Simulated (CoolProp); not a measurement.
Octamethyltrisiloxane (MDM) along the isotherm 23.55 °C: density (kg/m³) from the reference equation and from simpler models built on Tc = 292.2 °C, pc = 14.38 bar, ω = 0.528; each cubic takes its own stable root.

Computed with CoolProp (reference Helmholtz-energy equation of state, Thol 2017).

| p (bar) | phase | reference |
|---|---|---|
| 0.455 | liquid | 816.8 |
| 0.808 | liquid | 816.8 |
| 1.44 | liquid | 816.9 |
| 2.56 | liquid | 817.1 |
| 4.55 | liquid | 817.3 |
| 8.08 | liquid | 817.8 |
| 14.4 | liquid | 818.7 |
| 25.6 | liquid | 820.3 |
| 45.5 | liquid | 823.0 |
| 80.8 | liquid | 827.5 |
| 144 | liquid | 835.1 |

How far does each simpler model (van der Waals, Redlich-Kwong, Soave-Redlich-Kwong, Peng-Robinson) lie from the reference over these 11 states: mean and median of the absolute difference, and the worst?


- van der Waals: mean 46.9 %, median 42.3 %, worst -99.4 % at 23.55 °C and 0.455 bar
- Redlich-Kwong: mean 14.5 %, median 14.9 %, worst -15.1 % at 23.55 °C and 0.455 bar
- Soave-Redlich-Kwong: mean 10.5 %, median 10.5 %, worst -10.6 % at 23.55 °C and 0.455 bar
- Peng-Robinson: mean 0.5 %, median 0.5 %, worst +0.6 % at 23.55 °C and 80.8 bar

At some of these states van der Waals gives the other phase, because its saturation line lies elsewhere.
